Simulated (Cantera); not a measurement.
Input: 1 mol c-C₄F₈, 2 mol H₂, at 1075 °C and 0.100 bar.

Equilibrium computed with Cantera from the NASA thermochemical tables; the gas is ideal and each condensed phase is pure. Candidate condensed phases: C, C₆H₆, C₇H₈, C₈H₁₈; 95 gas species. The feed counts by its element totals alone. Gases not in the tables: C₂F₆ and larger saturated fluorocarbons. Rates play no part.

Base state: HF 0.800, CF₄ 0.200 (mole fractions); condensed: C(graphite).

### Question
What changes in the equilibrium state with this change: H₂ from 2 to 0.14 mol?

### Answer
```
species            before    after
----------------  -------  -------
CF₄                 0.200    0.873
HF                  0.800    0.127
CF₂               4.81e-6  1.01e-5
C(graphite), mol     3.00     2.07
```

### Question
What changes in the equilibrium state with this change: H₂ from 2 to 2.5 mol?

### Answer
```
species           before  after
----------------  ------  -----
HF                 0.800  0.870
CF₄                0.200  0.130
C(graphite), mol    3.00   3.25
```
